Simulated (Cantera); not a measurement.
Feed: 1 mol AlI₃, 51 mol N₂, 240 mol H₂, held at 10.0 mbar.

These are equilibrium values from Cantera (NASA tables, ideal gas, pure condensed phases), not measurements of a reactor. Candidate condensed phases: Al, AlI₃, AlN, I₂; 19 gas species. Rates play no part.

x: gas mole fraction; n: condensed amount in mol.

```json
[
 {"T (K)": "1623", "x H₂": "0.816", "x N₂": "0.173", "x H": "0.000624", "x I": "0.00713", "x AlI": "0.00181", "x Al": "7.10e-6", "n AlN(s)": "0.465"},
 {"T (K)": "1673", "x H₂": "0.815", "x N₂": "0.173", "x H": "0.00103", "x I": "0.00637", "x AlI": "0.00289", "x Al": "2.90e-5", "n AlN(s)": "0.142"},
 {"T (K)": "1723", "x H₂": "0.815", "x N₂": "0.173", "x H": "0.00165", "x I": "0.00612", "x AlI": "0.00332", "x Al": "7.57e-5", "n AlN(s)": "0"},
 {"T (K)": "1773", "x H₂": "0.814", "x N₂": "0.173", "x H": "(withheld)", "x I": "0.00629", "x AlI": "0.00324", "x Al": "(withheld)", "n AlN(s)": "0"},
 {"T (K)": "1823", "x H₂": "0.812", "x N₂": "0.173", "x H": "0.00391", "x I": "0.00650", "x AlI": "0.00310", "x Al": "0.000280", "n AlN(s)": "0"},
 {"T (K)": "1873", "x H₂": "0.811", "x N₂": "0.173", "x H": "0.00581", "x I": "0.00676", "x AlI": "0.00289", "x Al": "0.000484", "n AlN(s)": "0"},
 {"T (K)": "1923", "x H₂": "0.808", "x N₂": "0.173", "x H": "0.00847", "x I": "0.00709", "x AlI": "0.00259", "x Al": "0.000773", "n AlN(s)": "0"},
 {"T (K)": "1973", "x H₂": "0.804", "x N₂": "0.172", "x H": "(withheld)", "x I": "0.00749", "x AlI": "(withheld)", "x Al": "(withheld)", "n AlN(s)": "0"},
 {"T (K)": "2023", "x H₂": "0.800", "x N₂": "0.172", "x H": "0.0170", "x I": "0.00791", "x AlI": "0.00180", "x Al": "0.00153", "n AlN(s)": "0"},
 {"T (K)": "2073", "x H₂": "0.793", "x N₂": "0.171", "x H": "0.0234", "x I": "0.00831", "x AlI": "0.00139", "x Al": "0.00193", "n AlN(s)": "0"},
 {"T (K)": "2123", "x H₂": "0.786", "x N₂": "0.170", "x H": "0.0318", "x I": "0.00866", "x AlI": "0.00102", "x Al": "0.00228", "n AlN(s)": "0"},
 {"T (K)": "2173", "x H₂": "0.776", "x N₂": "0.169", "x H": "0.0425", "x I": "0.00893", "x AlI": "0.000722", "x Al": "0.00255", "n AlN(s)": "0"},
 {"T (K)": "2223", "x H₂": "0.763", "x N₂": "0.168", "x H": "0.0560", "x I": "0.00911", "x AlI": "0.000498", "x Al": "0.00276", "n AlN(s)": "0"}
]
```

Task: Some entries are withheld; supply them.

Result: 
- 1973, x H: 0.0121
- 1973, x AlI: 0.00221
- 1973, x Al: 0.00113
- 1773, x H: 0.00257
- 1773, x Al: 0.000150
